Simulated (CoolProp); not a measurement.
A Linde-Hampson liquefier for ethane: isothermal reversible compression at 320 K from 1 atm to 20 MPa, throttling to 1 atm, return gas leaving the recuperator 0 K below the feed. Each further row changes one setting.

Values from CoolProp's reference Helmholtz-energy equation of state, Bücker 2006.

| case | liquid yield per pass | compression work (kJ/kg of gas) |
|---|---|---|
| as stated | ? | 366 |
| high pressure 40 MPa | 0.461 | ? |
| warm-end temperature 350 K | 0.381 | ? |
| warm-end gap 5 K | ? | 366 |

**Question.** What belongs in the gaps?

**Answer.** 
- as stated, liquid yield per pass: 0.465
- high pressure 40 MPa, compression work (kJ/kg of gas): 414
- warm-end temperature 350 K, compression work (kJ/kg of gas): 429
- warm-end gap 5 K, liquid yield per pass: 0.458
